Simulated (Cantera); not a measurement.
Input (Python, Cantera):

```python
import numpy as np
import cantera as ct

gas = ct.Solution("SiF4_NH3_mec.yaml", "gas")
gas.TPX = 1923, 2200, {'NH3': 0.19, 'N2': 11}
reactor = ct.IdealGasConstPressureReactor(gas, energy="off", clone=False)
net = ct.ReactorNet([reactor])
net.rtol, net.atol = 1e-08, 1e-18
show = ['NH3', 'N2', 'H2', 'H', 'N2H2', 'N']
times = np.geomspace(0.0007, 3, 11)

steps = ct.SolutionArray(gas, extra=["t"])
rows = []
print(f"{'t/s':>10s}{'T/K':>9s}{'P/Pa':>11s}" + "".join(f"{s:>11s}" for s in show))
for t in times:
    while net.time < t:
        t_next = net.step()
        steps.append(gas.state, t=t_next)
    rows.append([np.interp(t, steps.t, y) for y in (steps.T, steps.P, *steps(*show).X.T)])
    print(f"{t:10.3e}{rows[-1][0]:9.1f}{rows[-1][1]:11.4g}" + "".join(f"{x:11.3e}" for x in rows[-1][2:]))
rate = np.gradient(steps.T, steps.t)
print("integrator steps:", len(steps.t))
if steps.T.max() > steps.T[0] + 200:
    print(f"time of steepest temperature rise: {steps.t[rate.argmax()]:.4e} s")
gas.TPX = 1923, 2200, {'NH3': 0.19, 'N2': 11}
gas.equilibrate("TP")
print(f"equilibrium (TP): T = {gas.T:.1f} K  " + "  ".join(f"{s} {gas[s].X[0]:.3e}" for s in show))
```

It prints:

```
       t/s      T/K       P/Pa        NH3         N2         H2          H       N2H2          N
 7.000e-04   1923.0       2200  1.698e-02  9.830e-01  9.331e-07  2.243e-07  1.026e-11  3.530e-13
 1.615e-03   1923.0       2200  1.697e-02  9.830e-01  2.447e-06  2.259e-07  6.853e-11  5.780e-12
 3.728e-03   1923.0       2200  1.697e-02  9.830e-01  5.976e-06  2.292e-07  4.347e-10  8.051e-11
 8.604e-03   1923.0       2200  1.695e-02  9.830e-01  1.461e-05  2.560e-07  2.899e-09  8.502e-10
 1.986e-02   1923.0       2200  1.691e-02  9.830e-01  4.219e-05  4.433e-07  1.862e-08  4.437e-09
 4.583e-02   1923.0       2200  1.674e-02  9.829e-01  2.088e-04  1.772e-06  1.073e-07  2.805e-08
 1.058e-01   1923.0       2200  1.582e-02  9.825e-01  1.515e-03  9.284e-06  3.138e-07  3.049e-07
 2.441e-01   1923.0       2200  1.368e-02  9.814e-01  4.742e-03  1.658e-05  1.846e-07  7.020e-07
 5.633e-01   1923.0       2200  1.068e-02  9.800e-01  9.206e-03  2.539e-05  1.020e-07  9.212e-07
 1.300e+00   1923.0       2200  6.737e-03  9.781e-01  1.504e-02  3.960e-05  4.859e-08  9.784e-07
 3.000e+00   1923.0       2200  2.827e-03  9.763e-01  2.082e-02  6.248e-05  1.482e-08  8.645e-07
integrator steps: 751
equilibrium (TP): T = 1923.0 K  NH3 1.907e-09  N2 9.745e-01  H2 2.453e-02  H 1.001e-03  N2H2 9.473e-16  N 1.883e-09
```

Model: the gas-phase N/H chemistry of the illustrative SiF4/NH3 mechanism in the Surface Chemkin manual (1991), integrated in Cantera. Walls and surfaces, which speed up NH3 decomposition in real reactors, are not modelled.
